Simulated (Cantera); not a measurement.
A perfectly stirred reactor is fed with 29.6 % H2, 14.8 % O2, 55.6 % N2, equivalence ratio 1.0, at 760 Torr; it is adiabatic with a 675 K inlet, and is followed from long to short residence time, starting on the burning branch (τ in s: 0.032, 0.015, 0.0076, 0.0037, 0.0018, 0.00091, 0.00045, 0.00022, 0.00011, 5.3e-05).

Cantera simulation using GRI-Mech 3.0 (53 species, 325 reactions); the numbers are that mechanism's predictions, not measurements.

One state of this run: T (K) = 1819; x H2 = 0.0557; x O2 = 0.0304; x H2O = 0.229; x NO = 4.48e-5; x N2O = 6.00e-8. x: mole fraction; the columns are a selection and need not sum to one.

Which value of τ (s) does it belong to?
A. 5.3e-5
B. 0.00011
C. 0.00091
D. 0.032

A, 5.3e-5
